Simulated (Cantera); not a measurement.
Input: 1 mol Ti(OiPr)4, a varied amount of H2O, at 750 Torr.

Cantera equilibrium calculation (NASA polynomials, part measured and part estimated; ideal gas, pure solids and liquids). Candidate condensed phases: C, C6H6, C7H8, C8H18, H2O, Ti, TiC, TiO, TiO2, Ti2O3, Ti3O5, Ti4O7; 113 gas species. The feed counts by its element totals alone. Mutual solubility and eutectic melting of coexisting phases are not modelled. TiC: taken at fixed stoichiometry. Condensed phases not in the tables: Magnéli phases beyond Ti4O7. Gases not in the tables: TiO(OH)2. Rates play no part.

Q: What condenses at these points (T in K, n(H2O) in mol): (1975, 16); (1750, 1.8); (1150, 5.3); (1300, 9.1); (1525, 1); (1600, 5.3); (1825, 5.3); (1975, 9.1)?

A: 
| T (K) | n(H2O) in mol | condensed phases | Ti condensed (%) |
|---|---|---|---|
| 1975 | 16 | Ti4O7 | 100.0 |
| 1750 | 1.8 | C + TiC | 100.0 |
| 1150 | 5.3 | C + TiO2 | 100.0 |
| 1300 | 9.1 | C + Ti4O7 | 100.0 |
| 1525 | 1 | C + TiC | 100.0 |
| 1600 | 5.3 | C + TiC | 100.0 |
| 1825 | 5.3 | C + TiC | 100.0 |
| 1975 | 9.1 | TiC + Ti2O3 | 100.0 |
